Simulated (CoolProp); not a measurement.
The numbers come from the reference Helmholtz-energy equation of state, Tillner-Roth 1997 in CoolProp.

Q: For CH2F2 (R32), give the phase and the cv (kJ/(kg K)), Joule-Thomson coefficient (K/MPa), viscosity (µPa s), fugacity coefficient at 435 K and 13.4 MPa.

A: 
- 435 K and 13.4 MPa: supercritical; cv 1.07, Joule-Thomson coefficient 4.35, viscosity 28.3, fugacity coefficient 0.656

Viscosity comes from a separate model (Bell 2016), an estimate that may be off by 10 % or more.
